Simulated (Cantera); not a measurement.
A closed system holds: 1 mol Si(CH3)4, 0.042 mol C3H8, 1.7 mol H2, 0.15 mol HCl, at 0.0100 bar.

Method: chemical equilibrium by Gibbs-energy minimisation in Cantera with the NASA 1993 tables (ideal gas, pure condensed phases). Candidate condensed phases: C, C6H6, C7H8, C8H18, Si, SiC; 109 gas species. The tables' values for SiCl are old estimates; treat these amounts as uncertain. Gases not in the tables: Si2H6 and higher silanes. Equilibrium is a limit: real reactors are often held back by kinetics, nucleation or transport.

x: gas mole fraction; n: condensed amount in mol.

```csv
T (°C),x H2,x H,x Si,x HCl,x C2H2 (acetylene),x SiC2,x Si2C,n C(graphite),n SiC(s)
877,0.981,7.39e-7,<1e-12,0.0187,3.79e-8,<1e-12,<1e-12,3.12,1.000
1027,0.981,1.10e-5,1.28e-11,0.0187,5.65e-7,<1e-12,<1e-12,3.13,1.000
1177,0.981,9.37e-5,1.83e-9,0.0187,4.78e-6,2.06e-12,[?],3.13,1.000
1327,0.981,0.000538,1.02e-7,0.0187,2.70e-5,3.99e-10,[?],3.13,1.000
1477,0.979,0.00230,2.86e-6,0.0186,0.000112,3.08e-8,[?],3.12,1.000
1627,0.973,0.00783,4.68e-5,0.0184,0.000372,1.18e-6,[?],3.12,0.999
1777,0.958,0.0222,0.000507,0.0181,0.00102,2.64e-5,[?],3.11,0.994
1927,0.921,0.0540,0.00396,0.0172,0.00236,0.000380,[?],3.12,0.957
2077,0.834,0.114,0.0237,0.0151,0.00460,0.00387,[?],3.25,0.707
```

Question: Some entries are withheld; supply them.

Answer: 
- 1177, x Si2C: 1.86e-12
- 1327, x Si2C: 3.25e-10
- 1477, x Si2C: 2.31e-8
- 1627, x Si2C: 8.21e-7
- 1777, x Si2C: 1.71e-5
- 1927, x Si2C: 0.000232
- 2077, x Si2C: 0.00224
